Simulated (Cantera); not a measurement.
Low-pressure radical oxidation in H2/O2

An isothermal, constant-pressure homogeneous reactor starts with H₂ : O₂ : N₂ = 0.24 : 1 : 0.39 (molar parts), at 1048 K and 2670 Pa.

Detailed kinetics in Cantera: the H2/O2 subset of GRI-Mech 3.0, which has no nitrogen chemistry. Radical loss at walls, strong at low pressure, is not modelled. The temperature is held fixed by assumption; the heat of reaction is taken as removed at once.

| t (s) | x H₂ | x O₂ | x H | x OH | x O |
|---|---|---|---|---|---|
| 0.000400 | 0.147 | 0.613 | 2.45e-8 | 6.18e-9 | 1.37e-8 |
| 0.000875 | 0.147 | 0.613 | 4.35e-6 | 1.10e-6 | 2.46e-6 |
| 0.00191 | 0.0540 | 0.568 | 0.0428 | 0.00587 | 0.0198 |
| 0.00418 | 0.00463 | 0.564 | 0.0192 | 0.00347 | 0.0186 |
| 0.00915 | 0.00112 | 0.579 | 0.00189 | 0.00151 | 0.00437 |
| 0.0200 | 0.000189 | 0.582 | 0.000110 | 0.000551 | 0.000698 |
| 0.0437 | 3.27e-5 | 0.583 | 7.96e-6 | 0.000229 | 0.000122 |
| 0.0956 | 6.45e-6 | 0.583 | 8.34e-7 | 0.000109 | 2.71e-5 |
| 0.209 | 1.53e-6 | 0.583 | 1.22e-7 | 5.75e-5 | 7.51e-6 |
| 0.457 | 4.40e-7 | 0.583 | 2.29e-8 | 3.30e-5 | 2.47e-6 |
| 1.00 | 1.49e-7 | 0.583 | 5.08e-9 | 2.00e-5 | 9.07e-7 |
x: mole fraction; the columns are a selection and need not sum to one.

Equilibrium at this temperature and pressure: H₂ 4.40e-10, O₂ 0.583, H <1e-12, OH 1.14e-6, O 2.98e-9 (gas phase only).
